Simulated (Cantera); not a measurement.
Feed: 1 mol CH3F, 2.7 mol H2, equilibrated at 823 K and 0.000550 bar.

These are equilibrium values from Cantera (NASA tables, ideal gas, pure condensed phases), not measurements of a reactor. Candidate condensed phases: C, C6H6, C7H8, C8H18; 95 gas species. Equilibrium is a limit: real reactors are often held back by kinetics, nucleation or transport.

Base state: H2 0.787, HF 0.213, CH4 0.000318 (mole fractions); condensed: C(graphite).

Task: What changes in the equilibrium state with this change: pressure from 0.000550 bar to 0.133 bar?

Result: 
```json
[
 {"species": "H2", "before": "0.787", "after": "0.711"},
 {"species": "HF", "before": "0.213", "after": "0.226"},
 {"species": "CH4", "before": "0.000318", "after": "0.0629"},
 {"species": "C(graphite), mol", "before": "0.999", "after": "0.722"}
]
```

Task: What changes in the equilibrium state with this change: temperature from 823 K to 2673 K?

Result: 
```json
[
 {"species": "H", "before": "<1e-9", "after": "0.737"},
 {"species": "HF", "before": "0.213", "after": "0.128"},
 {"species": "H2", "before": "0.787", "after": "0.114"},
 {"species": "C3", "before": "<1e-9", "after": "0.0111"},
 {"species": "C", "before": "<1e-9", "after": "0.00279"},
 {"species": "F", "before": "<1e-9", "after": "0.00264"},
 {"species": "C2H2 (acetylene)", "before": "<1e-9", "after": "0.00243"},
 {"species": "C2H", "before": "<1e-9", "after": "0.00159"},
 {"species": "C2", "before": "<1e-9", "after": "0.00106"},
 {"species": "C(graphite), mol", "before": "0.999", "after": "0.640"}
]
```
